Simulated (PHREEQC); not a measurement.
A made-up water analysis in mmol/kgw, 25 °C, pH 1.99, pe 10.8: Na 276; K 4.2; Ca 17.1; Mg 9.36; Cl 37.8; S(6) 191; Fe(3) 0.492; Cu(2) 0.0672.

Valence states are taken as typed.

Computed with PHREEQC (ion-association model, phreeqc.dat).

The ionic strength is 0.429 mol/kgw, the activity of water is 0.991 and the specific conductance is 26400 µS/cm. The density is 1.020 g/cm³ and the total alkalinity is -48.2 meq/kg. The charge-balance error comes out as -6.2 %.

```
species  molality  activity   log γ
-------  --------  --------  ------
Na+         0.245     0.177  -0.143
SO4-2       0.111    0.0243  -0.661
Cl-        0.0378    0.0250  -0.180
HSO4-      0.0331    0.0242  -0.136
NaSO4-     0.0307    0.0215  -0.154
H+         0.0133    0.0102  -0.114
CaSO4     0.00831   0.00917   0.043
Ca+2      0.00794   0.00212  -0.573
MgSO4     0.00567   0.00626   0.043
Mg+2      0.00369   0.00110  -0.526
K+        0.00362   0.00237  -0.184
CaHSO4+  0.000844  0.000617  -0.136
```

Precipitation was switched off in this run. The solution is supersaturated, for example in Gypsum, Hematite (slow to form), so a real one may precipitate; this is no full list.
